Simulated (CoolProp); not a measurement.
Saturation properties of cyclohexane (Tc = 553.6 K, pc = 4.081 MPa, ω = 0.209).

Computed with CoolProp (reference Helmholtz-energy equation of state, Zhou 2014).

```json
[
 {"T (K)": "383.9", "p (MPa)": "0.2304", "liquid density (kg/m³)": "688.1", "vapour viscosity (µPa s)": "8.73"},
 {"T (K)": "388.8", "p (MPa)": "0.2598", "liquid density (kg/m³)": "682.8", "vapour viscosity (µPa s)": "8.83"},
 {"T (K)": "393.7", "p (MPa)": "0.2920", "liquid density (kg/m³)": "677.5", "vapour viscosity (µPa s)": "8.94"},
 {"T (K)": "398.6", "p (MPa)": "0.3271", "liquid density (kg/m³)": "(withheld)", "vapour viscosity (µPa s)": "(withheld)"},
 {"T (K)": "403.5", "p (MPa)": "0.3653", "liquid density (kg/m³)": "666.6", "vapour viscosity (µPa s)": "9.17"},
 {"T (K)": "408.4", "p (MPa)": "0.4068", "liquid density (kg/m³)": "661.0", "vapour viscosity (µPa s)": "9.29"},
 {"T (K)": "413.3", "p (MPa)": "0.4517", "liquid density (kg/m³)": "655.4", "vapour viscosity (µPa s)": "9.41"},
 {"T (K)": "418.2", "p (MPa)": "0.5002", "liquid density (kg/m³)": "649.7", "vapour viscosity (µPa s)": "9.54"},
 {"T (K)": "423.1", "p (MPa)": "0.5525", "liquid density (kg/m³)": "643.8", "vapour viscosity (µPa s)": "9.67"},
 {"T (K)": "428", "p (MPa)": "0.6087", "liquid density (kg/m³)": "(withheld)", "vapour viscosity (µPa s)": "9.81"},
 {"T (K)": "432.9", "p (MPa)": "0.6691", "liquid density (kg/m³)": "(withheld)", "vapour viscosity (µPa s)": "9.95"},
 {"T (K)": "437.8", "p (MPa)": "0.7338", "liquid density (kg/m³)": "625.8", "vapour viscosity (µPa s)": "10.1"},
 {"T (K)": "442.7", "p (MPa)": "0.8030", "liquid density (kg/m³)": "619.5", "vapour viscosity (µPa s)": "(withheld)"},
 {"T (K)": "447.6", "p (MPa)": "0.8768", "liquid density (kg/m³)": "613.1", "vapour viscosity (µPa s)": "10.4"},
 {"T (K)": "452.5", "p (MPa)": "0.9556", "liquid density (kg/m³)": "606.6", "vapour viscosity (µPa s)": "10.6"}
]
```

Task: Some entries are withheld; supply them.

Result: 
- 398.6, liquid density (kg/m³): 672.1
- 398.6, vapour viscosity (µPa s): 9.06
- 428, liquid density (kg/m³): 637.9
- 432.9, liquid density (kg/m³): 631.9
- 442.7, vapour viscosity (µPa s): 10.3

It boils at 353.9 K under 1 atm.

Viscosity comes from a separate model (Tariq 2014).
